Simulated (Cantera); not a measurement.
Cantera with NASA thermochemical tables; ideal gases at 1 bar, condensed phases pure. Values are per mole of reaction as written; species without (g) are pure solids or liquids, kept so even where they would boil at 1 bar.

H2(g) + 2 O(g) + 2 K → 2 KOH(g), with ΔH° = -963.7 kJ and ΔS° = -109.6 J/K at 300 K.

How far is the shortcut ΔG° ≈ ΔH°(300 K) − T·ΔS°(300 K) from the full temperature-dependent value at 773, 873, 973, 1073, 1173, 1273 K?


```json
[
 {"T (K)": "773", "shortcut (kJ)": "-879.0", "full (kJ)": "-864.5", "difference (kJ)": "-14.4", "difference in log10 K": "0.97", "condensed phases": "K(l)"},
 {"T (K)": "873", "shortcut (kJ)": "-868.0", "full (kJ)": "-849.2", "difference (kJ)": "-18.8", "difference in log10 K": "1.13", "condensed phases": "K(l)"},
 {"T (K)": "973", "shortcut (kJ)": "-857.1", "full (kJ)": "-833.5", "difference (kJ)": "-23.5", "difference in log10 K": "1.26", "condensed phases": "K(l)"},
 {"T (K)": "1073", "shortcut (kJ)": "-846.1", "full (kJ)": "-817.7", "difference (kJ)": "-28.4", "difference in log10 K": "1.38", "condensed phases": "K(l)"},
 {"T (K)": "1173", "shortcut (kJ)": "-835.1", "full (kJ)": "-801.5", "difference (kJ)": "-33.6", "difference in log10 K": "1.50", "condensed phases": "K(l)"},
 {"T (K)": "1273", "shortcut (kJ)": "-824.2", "full (kJ)": "-785.2", "difference (kJ)": "-39.0", "difference in log10 K": "1.60", "condensed phases": "K(l)"}
]
```
The shortcut ignores heat capacities and the phase changes listed.
